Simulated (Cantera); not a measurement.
# Low-pressure radical oxidation in H2/O2

An isothermal, constant-pressure homogeneous reactor starts with H2 : O2 : N2 = 0.45 : 1 : 0.93 (molar parts), equivalence ratio 0.23, at 1375 K and 0.00148 atm.

Model: the H2/O2 subset of GRI-Mech 3.0, which has no nitrogen chemistry, integrated in Cantera. Radical loss at walls, strong at low pressure, is not modelled. The temperature is held fixed by assumption; the heat of reaction is taken as removed at once.

```tsv
t (s)	x H2	x O2	x O	x H2O	x H
0.000100	0.189	0.420	1.42e-9	3.88e-10	1.37e-8
0.000501	0.189	0.420	2.70e-8	3.30e-8	7.99e-8
0.00251	0.189	0.420	2.78e-6	8.46e-6	6.05e-6
0.0126	0.0134	0.315	0.0633	0.134	0.0703
0.0632	0.0130	0.315	0.0628	0.136	0.0686
0.317	0.0123	0.319	0.0576	0.142	0.0610
1.59	0.00895	0.333	0.0370	0.168	0.0327
7.96	0.00152	0.355	0.00552	0.203	0.00194
39.9	6.14e-5	0.359	0.000220	0.208	1.55e-5
200	5.40e-6	0.360	1.93e-5	0.209	4.03e-7
```
x: mole fraction; the columns are a selection and need not sum to one.

Equilibrium at this temperature and pressure: H2 2.77e-6, O2 0.360, O 9.92e-6, H2O 0.209, H 1.48e-7 (gas phase only).
